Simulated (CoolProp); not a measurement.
Values from CoolProp's reference Helmholtz-energy equation of state, Gao 2020.

Q: For ammonia, give the phase and the cp (kJ/(kg K)), Joule-Thomson coefficient (K/MPa), viscosity (µPa s) at 310.8 K and 0.0393 MPa.

A: 
- 310.8 K and 0.0393 MPa: gas; cp 2.13, Joule-Thomson coefficient 24.4, viscosity 10.6

Viscosity comes from a separate model (Fenghour 1995).
